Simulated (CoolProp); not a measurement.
Saturation properties of ethanol.

The numbers come from the reference Helmholtz-energy equation of state, Schroeder 2014 in CoolProp.

```
T (K)  p (bar)  liquid density (kg/m³)  surface tension (mN/m)
-----  -------  ----------------------  ----------------------
410.2    6.983                   668.4                    10.9
417      8.382                   658.7                       ?
423.8    9.989                   648.4                    9.53
430.5    11.80                   637.8                    8.85
437.3    13.88                   626.4                    8.17
444.1    16.23                   614.5                       ?
450.9        ?                   601.9                    6.78
457.7    21.82                   588.6                    6.08
464.4    25.05                   574.7                    5.39
471.2    28.69                   559.6                    4.68
478      32.72                   543.0                       ?
```

Some entries are withheld; supply them.


- 417, surface tension (mN/m): 10.2
- 444.1, surface tension (mN/m): 7.47
- 450.9, p (bar): 18.87
- 478, surface tension (mN/m): 3.97

It boils at 351.6 K under 1 atm.

Surface tension comes from a separate correlation (Mulero 2012).
